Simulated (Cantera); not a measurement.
Input: 1 mol Si, 2 mol Cl2, a varied amount of H2, held at 302 °C and 100000 Pa.

Method: chemical equilibrium by Gibbs-energy minimisation in Cantera with the NASA 1993 tables (ideal gas, pure condensed phases). Candidate condensed phases: Si; 19 gas species. Rates play no part.

x: gas mole fraction; nothing condenses.

```csv
n(H2) (mol),x H2,x SiCl4,x HCl,x SiHCl3
0.17,0.144,0.853,0.00135,0.00135
0.23,0.185,0.812,0.00150,0.00150
0.33,0.246,0.750,0.00166,0.00166
0.46,?,?,0.00178,0.00178
0.64,0.388,0.608,0.00187,0.00187
0.89,0.469,0.527,0.00192,0.00192
1.2,?,?,0.00191,0.00191
1.7,0.628,0.369,0.00185,0.00185
2.4,0.704,0.292,0.00175,0.00175
3.4,0.771,0.226,0.00161,0.00161
4.7,0.823,0.174,0.00146,0.00146
6.6,0.867,0.130,0.00130,0.00129
9.2,0.901,0.0969,0.00114,0.00114
```

Some entries are withheld; supply them.


- 1.2, x H2: 0.544
- 1.2, x SiCl4: 0.453
- 0.46, x H2: 0.313
- 0.46, x SiCl4: 0.683
